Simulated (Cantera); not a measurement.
Cantera run, input and output.

```python
import numpy as np
import cantera as ct

gas = ct.Solution("gri30.yaml")
gas.TPX = 1200, 400, {'H2': 0.028, 'O2': 1, 'N2': 1.2}
reactor = ct.IdealGasConstPressureReactor(gas, energy="off", clone=False)
net = ct.ReactorNet([reactor])
net.rtol, net.atol = 1e-08, 1e-18
show = ['H2', 'O2', 'H2O2', 'NO2', 'H2O', 'HO2']
times = np.geomspace(6e-06, 40, 15)

steps = ct.SolutionArray(gas, extra=["t"])
rows = []
print(f"{'t/s':>10s}{'T/K':>9s}{'P/Pa':>11s}" + "".join(f"{s:>11s}" for s in show))
for t in times:
    while net.time < t:
        t_next = net.step()
        steps.append(gas.state, t=t_next)
    rows.append([np.interp(t, steps.t, y) for y in (steps.T, steps.P, *steps(*show).X.T)])
    print(f"{t:10.3e}{rows[-1][0]:9.1f}{rows[-1][1]:11.4g}" + "".join(f"{x:11.3e}" for x in rows[-1][2:]))
rate = np.gradient(steps.T, steps.t)
print("integrator steps:", len(steps.t))
if steps.T.max() > steps.T[0] + 200:
    print(f"time of steepest temperature rise: {steps.t[rate.argmax()]:.4e} s")
gas.TPX = 1200, 400, {'H2': 0.028, 'O2': 1, 'N2': 1.2}
gas.equilibrate("TP")
print(f"equilibrium (TP): T = {gas.T:.1f} K  " + "  ".join(f"{s} {gas[s].X[0]:.3e}" for s in show))
```

It prints:

```
       t/s      T/K       P/Pa         H2         O2       H2O2        NO2        H2O        HO2
 6.000e-06   1200.0        400  1.257e-02  4.488e-01  8.606e-18  9.986e-37  2.216e-16  9.326e-12
 1.843e-05   1200.0        400  1.257e-02  4.488e-01  8.061e-17  7.691e-35  5.944e-15  2.865e-11
 5.662e-05   1200.0        400  1.257e-02  4.488e-01  7.627e-16  7.734e-33  1.670e-13  8.802e-11
 1.739e-04   1200.0        400  1.257e-02  4.488e-01  7.178e-15  8.804e-31  4.314e-12  2.704e-10
 5.344e-04   1200.0        400  1.257e-02  4.488e-01  6.752e-14  1.173e-28  9.463e-11  8.309e-10
 1.642e-03   1200.0        400  1.257e-02  4.488e-01  6.323e-13  1.696e-26  1.703e-09  2.553e-09
 5.043e-03   1200.0        400  1.257e-02  4.488e-01  5.834e-12  3.713e-24  4.538e-08  7.873e-09
 1.549e-02   1200.0        400  1.252e-02  4.488e-01  6.641e-11  2.458e-20  3.234e-05  5.071e-08
 4.759e-02   1200.0        400  1.615e-04  4.380e-01  7.274e-09  4.725e-14  1.121e-02  2.951e-07
 1.462e-01   1200.0        400  1.231e-04  4.383e-01  6.296e-09  2.566e-13  1.139e-02  2.780e-07
 4.491e-01   1200.0        400  1.050e-04  4.394e-01  6.316e-09  8.174e-13  1.159e-02  2.632e-07
 1.380e+00   1200.0        400  6.740e-05  4.416e-01  6.189e-09  2.103e-12  1.197e-02  2.229e-07
 4.239e+00   1200.0        400  2.436e-05  4.440e-01  5.237e-09  4.961e-12  1.236e-02  1.420e-07
 1.302e+01   1200.0        400  4.669e-06  4.451e-01  2.979e-09  1.209e-11  1.255e-02  5.626e-08
 4.000e+01   1200.0        400  6.840e-07  4.453e-01  1.009e-09  2.296e-11  1.261e-02  1.451e-08
integrator steps: 1149
equilibrium (TP): T = 1200.0 K  H2 3.832e-09  O2 4.452e-01  H2O2 1.278e-11  NO2 3.683e-07  H2O 1.264e-02  HO2 2.107e-09
```

Detailed kinetics in Cantera: GRI-Mech 3.0 (53 species, 325 reactions). Radical loss at walls, strong at low pressure, is not modelled.
